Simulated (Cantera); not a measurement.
What does this Cantera script print?

```python
import numpy as np
import cantera as ct

gas_names = """
    B BCL BCL2 BCL3 BO BOCL BO2 B2 B2O B2O2 B2O3 B3O3CL3 CL CLO CL2 O O2 O3 Si SiCL SiCL2 SiCL3 SiCL4
    SiO SiO2 Si2 Si3
""".split()
cond_names = """
    B(b) B(L) B2O3(L) Si(cr) Si(L) SiO2(Lqz) SiO2(hqz) SiO2(L)
""".split()


# ... load() reads the species with a 1 bar reference pressure and builds the phases ...
atoms = {
    'SiO2': {'Si': 1, 'O': 2},
    'Cl2': {'CL': 2},
    'BCl3': {'B': 1, 'CL': 3},
}
top_T = {}  # K; cautious upper limits of use, not melting points


# ... equilibrate(T, P, feed) seeds the gas with the atoms and calls Mixture.equilibrate('TP', solver="vcs", rtol=1e-11, max_steps=5000) ...
results = []
T = 848.15  # K
P = 2900  # Pa
for m in [1.2, 2, 3.2, 5.3, 8.7, 14, 23]:
    feed = {'SiO2': 1, 'Cl2': m, 'BCl3': 0.76}  # mol
    mix = equilibrate(T, P, feed)
    results.append((T, P, feed, dict(zip(mix.species_names, mix.species_moles))))

top = {s: max(r[3][s] / sum(r[3][g] for g in gas_names) for r in results) for s in gas_names}
cols = sorted((s for s in top if top[s] > 0.0001), key=lambda s: -top[s])[:9]
seen = [c for c in cond_names if any(r[3].get(c, 0) > 1e-12 for r in results)]
print("log10 of partial pressures in bar; condensed amounts in mol")
print(f"{'n(Cl2)':>10s}" + "".join(f"{s[:9]:>10s}" for s in cols + seen))
for T, P, feed, n in results:
    ng = sum(n[g] for g in gas_names)
    print(f"{feed['Cl2']:10.4g}" + "".join(f"{np.log10(max(n[s] / ng * P / 1e5, 1e-99)):10.3f}" for s in cols)
          + "".join(f"{n.get(c, 0):10.4g}" for c in seen))
```

It prints:

```
log10 of partial pressures in bar; condensed amounts in mol
    n(Cl2)       CL2     SiCL4      BCL3   B3O3CL3        CL   B2O3(L) SiO2(hqz)
       1.2    -1.725    -2.269    -2.381    -3.218    -5.433    0.1899    0.6573
         2    -1.660    -2.444    -2.513    -3.349    -5.401    0.1783    0.6712
       3.2    -1.619    -2.627    -2.650    -3.486    -5.380     0.166    0.6859
       5.3    -1.589    -2.841    -2.810    -3.647    -5.365    0.1514    0.7034
       8.7    -1.570    -3.065    -2.978    -3.815    -5.356     0.136    0.7218
        14    -1.558    -3.289    -3.147    -3.983    -5.350    0.1207    0.7401
        23    -1.550    -3.531    -3.328    -4.165    -5.346    0.1043    0.7597
```

Cantera equilibrium calculation (NASA polynomials, part measured and part estimated; ideal gas, pure solids and liquids). Condensed phases not in the tables: borates and borosilicate glass, alloys, solid solutions and most ternary compounds.
